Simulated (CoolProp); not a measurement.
Vapour-liquid equilibrium of R134a (1) + R123 (2) at 0.103 MPa; x and y are mole fractions of (1).

Values from CoolProp's multi-fluid Helmholtz-energy mixture model, Tillner-Roth 1994 and Younglove 1994; pair parameters Bell 2016.

Task: Give the bubble temperature and the first vapour's composition at x = 0.275, 0.35, 0.65. Is there an azeotrope?

Result: x = 0.275: 268.3 K, y = 0.805; x = 0.35: 264.1 K, y = 0.854; x = 0.65: 254.3 K, y = 0.944. No azeotrope shows between x = 0.05 and 0.95.

The pair parameters rest on a limited set of measurements; away from them the model extrapolates.
